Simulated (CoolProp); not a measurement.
The fluid at 310.57 K and 0.00532 MPa flows at 1.9 m/s in a round tube of 50 mm bore and 1.5 µm roughness, fully developed (64/Re and Nu = 3.66 if laminar; Colebrook and Gnielinski if turbulent). The same conditions are run with several fluids, on thermodynamics alone (safety and materials aside).

Model: reference Helmholtz-energy equation of state of each fluid (methanol: de Reuck 1993; R407C: Lemmon 2003; carbon dioxide: Span 1996; sulfur hexafluoride: Guder 2009; R134a: Tillner-Roth 1994), in CoolProp. Blends and air are pseudo-pure fits.

Q: Rank methanol, R407C, carbon dioxide, sulfur hexafluoride, R134a by Reynolds number, highest first.

A: sulfur hexafluoride (1810), R134a (1620), R407C (1320), methanol (626), carbon dioxide (556)

| fluid | Darcy friction factor | pressure drop (Pa/m) | heat-transfer coefficient (W/(m² K)) | mass flow (kg/h) |
|---|---|---|---|---|
| methanol | 0.102 | 0.244 | 1.18 | 0.889 |
| R407C | 0.0485 | 0.311 | 1.03 | 2.39 |
| carbon dioxide | 0.115 | 0.377 | 1.28 | 1.22 |
| sulfur hexafluoride | 0.0353 | 0.383 | 1.02 | 4.04 |
| R134a | 0.0395 | 0.300 | 1.05 | 2.83 |

Transport values come from each fluid's own correlations; those of R134a are estimates that may be off by 10 % or more.
